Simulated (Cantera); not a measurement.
A freely propagating, adiabatic, planar premixed flame of H2 : O2 : N2 = 1 : 0.333 : 0.867 (molar parts), unburnt at 650 K and 2.90 bar; multicomponent+Soret transport, grid criteria slope 0.08 and curve 0.16, no radiation.

Detailed kinetics in Cantera: the H2/O2 subset of GRI-Mech 3.0, which has no nitrogen chemistry. The hydrogen kinetics of GRI-Mech 3.0 are dated; newer H2 mechanisms differ, most at raised pressure. Burning velocities carry a grid error of a few per cent, more on coarse grids.

x: mole fraction of selected species; z is measured from the peak of heat release.

```tsv
z (mm)	T (K)	u (m/s)	x H2	x O2	x H2O	x O	x OH	x H2O2
-0.326	650	13.2	0.455	0.151	<1e-8	<1e-8	<1e-8	<1e-8
-0.217	650	13.2	0.455	0.151	<1e-8	<1e-8	<1e-8	<1e-8
-0.163	650	13.2	0.455	0.151	<1e-8	<1e-8	<1e-8	<1e-8
-0.109	650	13.2	0.454	0.151	2.62e-7	<1e-8	<1e-8	<1e-8
-0.0543	672	13.4	0.444	0.153	0.000828	1.21e-5	6.80e-5	4.28e-6
-0.0272	…	17.7	0.402	0.148	0.0233	0.000528	0.00122	2.70e-5
0	…	26.5	0.285	0.0990	0.127	0.00566	0.00532	8.71e-6
0.0272	…	32.7	0.179	0.0336	0.245	0.00904	0.0126	2.98e-6
0.0543	…	35.6	0.152	0.0127	0.284	0.00851	0.0165	1.80e-6
0.109	2100	38.3	0.151	0.00632	0.299	0.00706	0.0186	1.03e-6
0.217	2271	40.9	0.157	0.00429	0.309	0.00508	0.0187	6.24e-7
0.434	2433	43.3	0.163	0.00267	0.320	0.00318	0.0171	4.16e-7
0.869	2569	45.2	0.166	0.00147	0.330	0.00175	0.0141	2.91e-7
```

Q: Complete the blanks.

A: 
- -0.0272, T (K): 920
- 0, T (K): 1416
- 0.0272, T (K): 1766
- 0.0543, T (K): 1931
